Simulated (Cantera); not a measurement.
Charge: 1 mol SiH2Cl2, 30 mol H2O, 12 mol H2, at 0.133 bar.

Equilibrium computed with Cantera from the NASA thermochemical tables; the gas is ideal and each condensed phase is pure. Candidate condensed phases: H2O, Si, SiO2; 30 gas species. The tables hold silica as quartz up to 1696 K and as liquid above; real silica turns to tridymite and cristobalite and melts near 1996 K. Gases not in the tables: Si(OH)4. The numbers say what is thermodynamically allowed, not how fast it happens.

x: gas mole fraction; n: condensed amount in mol.

```tsv
T (°C)	x H2O	x H2	x HCl	x H	x OH	x SiO	n SiO2(α-quartz)	n SiO2(β-quartz)	n SiO2(condensed)	n SiO2(l)
477	0.636	0.318	0.0455	<1e-12	<1e-12	<1e-12	1.00	0	0	0
577	0.636	0.318	0.0455	3.17e-11	<1e-12	<1e-12	0	1.00	0	0
677	0.636	0.318	0.0455	8.59e-10	2.53e-12	<1e-12	0	1.00	0	0
777	0.636	0.318	0.0455	1.25e-8	8.00e-11	<1e-12	0	1.00	0	0
877	0.636	0.318	0.0455	1.15e-7	1.39e-9	<1e-12	0	1.00	0	0
977	0.636	0.318	0.0455	7.47e-7	1.54e-8	1.05e-12	0	1.00	0	0
1077	0.636	0.318	0.0455	(withheld)	(withheld)	(withheld)	0	1.00	0	0
1177	0.636	0.318	0.0455	1.46e-5	7.01e-7	1.44e-9	0	1.00	0	0
1277	0.636	0.318	0.0454	(withheld)	(withheld)	(withheld)	0	1.000	0	0
1377	0.636	0.318	0.0454	0.000140	1.27e-5	3.28e-7	0	1.000	0	0
1477	0.636	0.318	0.0454	0.000359	4.21e-5	3.01e-6	0	0	1.000	0
1577	0.636	0.318	0.0453	0.000832	0.000123	2.12e-5	0	0	0.999	0
1677	0.635	0.317	0.0452	0.00177	0.000322	0.000121	0	0	0.995	0
1777	0.634	0.316	0.0450	0.00349	0.000767	0.000575	0	0	0	0.974
```

Question: What belongs in the gaps?

Answer: 
- 1277, x H: 4.87e-5
- 1277, x OH: 3.27e-6
- 1277, x SiO: 2.60e-8
- 1077, x H: 3.68e-6
- 1077, x OH: 1.20e-7
- 1077, x SiO: 5.11e-11
